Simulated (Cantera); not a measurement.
Pyrogenic steam for wet oxidation

A perfectly stirred reactor is fed with H2 : O2 : N2 = 0.52 : 1 : 1.6 (molar parts), at 593 Torr; it is held at 1250 K, and followed from long to short residence time.

Model: GRI-Mech 3.0 (53 species, 325 reactions), integrated in Cantera. The temperature is held fixed by assumption; the heat of reaction is taken as removed at once.

| τ (s) | x H2 | x O2 | x NO | x N2O | x O |
|---|---|---|---|---|---|
| 23 | 9.19e-6 | 0.259 | 4.00e-7 | 3.25e-7 | 1.34e-6 |
| 9.8 | 1.63e-5 | 0.259 | 4.49e-7 | 4.79e-7 | 2.39e-6 |
| 4.1 | 2.94e-5 | 0.259 | 4.67e-7 | 6.50e-7 | 4.35e-6 |
| 1.7 | 5.33e-5 | 0.259 | 4.38e-7 | 7.89e-7 | 8.02e-6 |
| 0.72 | 9.52e-5 | 0.259 | 3.75e-7 | 8.52e-7 | 1.47e-5 |
| 0.30 | 0.000172 | 0.259 | 2.97e-7 | 8.38e-7 | 2.72e-5 |
| 0.13 | 0.000300 | 0.259 | 2.29e-7 | 7.73e-7 | 4.92e-5 |
| 0.053 | 0.000543 | 0.259 | 1.74e-7 | 6.74e-7 | 9.27e-5 |
| 0.022 | 0.000955 | 0.259 | 1.44e-7 | 5.66e-7 | 0.000171 |
| 0.0093 | 0.00163 | 0.259 | 1.42e-7 | 4.62e-7 | 0.000308 |
| 0.0039 | 0.00273 | 0.259 | 1.73e-7 | 3.64e-7 | 0.000547 |
x: mole fraction; the columns are a selection and need not sum to one.
